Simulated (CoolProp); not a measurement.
Propane at 319.05 K and 4.28 MPa is throttled through a valve to 2.52 MPa with no heat exchange. Each further row changes one setting.

The numbers come from the reference Helmholtz-energy equation of state, Lemmon 2009 in CoolProp.

```tsv
case	temperature change (K)	final phase	final density (kg/m³)
as stated	-0.3	liquid	(withheld)
outlet pressure 0.756 MPa	(withheld)	(withheld)	(withheld)
outlet pressure 3.28 MPa	(withheld)	liquid	(withheld)
```

Problem. Some entries are withheld; supply them.

Solution. 
- as stated, final density (kg/m³): 462
- outlet pressure 0.756 MPa, temperature change (K): -29.7
- outlet pressure 0.756 MPa, final phase: two-phase, vapour fraction 0.232
- outlet pressure 0.756 MPa, final density (kg/m³): 63.7
- outlet pressure 3.28 MPa, temperature change (K): -0.2
- outlet pressure 3.28 MPa, final density (kg/m³): 465
